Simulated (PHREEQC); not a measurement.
## Acid rinse or clean (model solution)

Consider water at 25 °C with 170 mmol/kgw HBr and 5.2 mmol/kgw CuCl2. Closed to the air; pH follows from the charge balance.

Equilibrium calculation in PHREEQC: ion-association model, wateq4f.dat.

No solid was allowed to form.

**Question.** Predict the pH, activity of water.

**Answer.** pH 0.87; activity of water 0.994.

Species that the database lacks are ignored.
